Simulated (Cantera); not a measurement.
Charge: 1 mol PbF₂, 3.8 mol H₂, 1.5 mol N₂, equilibrated at 2025 K and 10000 Pa.

Cantera equilibrium calculation (NASA polynomials, part measured and part estimated; ideal gas, pure solids and liquids). The numbers say what is thermodynamically allowed, not how fast it happens.

```tsv
species	before	after
HF	0.273	0.414
N₂	0.205	0.313
Pb	0.136	0.206
H₂	0.381	0.0631
PbF₂	4.94e-6	0.000104
PbF	0.000428	0.00241
H	0.00376	0.00153
Pb₂	8.61e-6	1.97e-5
```
Gas species are given as mole fractions.

Task: Which change was made?
(A) H₂ from 3.8 to 1.3 mol
(B) temperature from 2025 K to 1348.15 K
(C) temperature from 2025 K to 975 K
(D) temperature from 2025 K to 1500 K

Result: A, H₂ from 3.8 to 1.3 mol
